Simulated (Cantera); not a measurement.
Charge: 1 mol SiCl4, 0.012 mol Cl2, 860 mol H2, equilibrated at 0.0170 bar.

These are equilibrium values from Cantera (NASA tables, ideal gas, pure condensed phases), not measurements of a reactor. Candidate condensed phases: Si; 19 gas species. Gases not in the tables: Si2H6 and higher silanes. The numbers say what is thermodynamically allowed, not how fast it happens.

Question: Which condensed phases are stable at each of these points (T (K)): 1050, 1100, 1150, 1200, 1250, 1300, 1350, 1400, 1450, 1500, 1550, 1600, 1650, 1700?

Answer: 
```json
[
 {"T (K)": "1050", "condensed phases": "Si(s)", "Si condensed (%)": "94.2"},
 {"T (K)": "1100", "condensed phases": "Si(s)", "Si condensed (%)": "95.4"},
 {"T (K)": "1150", "condensed phases": "Si(s)", "Si condensed (%)": "95.6"},
 {"T (K)": "1200", "condensed phases": "Si(s)", "Si condensed (%)": "95.5"},
 {"T (K)": "1250", "condensed phases": "Si(s)", "Si condensed (%)": "95.4"},
 {"T (K)": "1300", "condensed phases": "Si(s)", "Si condensed (%)": "95.1"},
 {"T (K)": "1350", "condensed phases": "Si(s)", "Si condensed (%)": "94.9"},
 {"T (K)": "1400", "condensed phases": "Si(s)", "Si condensed (%)": "94.6"},
 {"T (K)": "1450", "condensed phases": "Si(s)", "Si condensed (%)": "94.4"},
 {"T (K)": "1500", "condensed phases": "Si(s)", "Si condensed (%)": "94.0"},
 {"T (K)": "1550", "condensed phases": "Si(s)", "Si condensed (%)": "93.6"},
 {"T (K)": "1600", "condensed phases": "Si(s)", "Si condensed (%)": "92.7"},
 {"T (K)": "1650", "condensed phases": "Si(s)", "Si condensed (%)": "91.1"},
 {"T (K)": "1700", "condensed phases": "Si(l)", "Si condensed (%)": "87.9"}
]
```

From 1050 K to 1650 K the condensed part is Si(s). At 1700 K the condensed part is Si(l).
